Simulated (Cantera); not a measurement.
Feed: 1 mol BN, 0.25 mol O2, 0.71 mol H2, at 3.00 mbar.

Cantera equilibrium calculation (NASA polynomials, part measured and part estimated; ideal gas, pure solids and liquids). Candidate condensed phases: B, BN, B2O3, B3O3H3, H2O; 39 gas species. Mutual solubility and eutectic melting of coexisting phases are not modelled. Equilibrium is a limit: real reactors are often held back by kinetics, nucleation or transport. All values below are at 1623 K.

Base state: H2 0.665, N2 0.173, B2O3 0.0732, HBO 0.0445, HBO2 0.0240, B2O2 0.0163, BO 0.00152, H 0.00103 (mole fractions); condensed: BN(s) + B2O3(l).

What changes in the equilibrium state with this change: O2 from 0.25 to 0.88 mol?


```json
[
 {"species": "N2", "before": "0.173", "after": "0.330"},
 {"species": "H2", "before": "0.665", "after": "0.294"},
 {"species": "HBO2", "before": "0.0240", "after": "0.255"},
 {"species": "B2O2", "before": "0.0163", "after": "6.38e-5"},
 {"species": "H2O", "before": "0.000396", "after": "0.0448"},
 {"species": "HBO", "before": "0.0445", "after": "0.00185"},
 {"species": "B2O3", "before": "0.0732", "after": "0.0732"},
 {"species": "BO2", "before": "1.90e-6", "after": "3.04e-5"},
 {"species": "BO", "before": "0.00152", "after": "9.48e-5"},
 {"species": "H", "before": "0.00103", "after": "0.000685"},
 {"species": "BN(s), mol", "before": "0.648", "after": "0"},
 {"species": "B2O3(l), mol", "before": "0.0495", "after": "0.194"}
]
```
Gases not in the tables: H3BO3.
